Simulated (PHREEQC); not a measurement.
Consider water at 94 °C with 0.0011 mol H2SO4, 0.015 mol ZnSO4 and 0.00018 mol MgCl2 per kg of water. Closed to the air; pH follows from the charge balance.

Computed with PHREEQC (ion-association model, phreeqc.dat).

```json
[
 {"quantity": "pH", "before": "3.25", "after": "2.86"},
 {"quantity": "ionic strength (mol/kgw)", "before": "0.0368", "after": "0.0411"},
 {"quantity": "Zn+2 (mol/kgw)", "before": "0.00910", "after": "0.00967"},
 {"quantity": "SO4-2 (mol/kgw)", "before": "0.00833", "after": "0.00968"},
 {"quantity": "ZnSO4 (mol/kgw)", "before": "0.00560", "after": "0.00490"},
 {"quantity": "HSO4- (mol/kgw)", "before": "0.00154", "after": "0.000616"}
]
```

Question: Which change was made?
A. temperature from 94 to 15 °C
B. diluted 10-fold with water
C. temperature from 94 to 65 °C
D. diluted 5-fold with water
E. MgCl2 left out

Answer: A, temperature from 94 to 15 °C

Precipitation was switched off in this run. Away from 25 °C the constants follow the database's enthalpies or fits; those with neither stay at their 25 °C values.
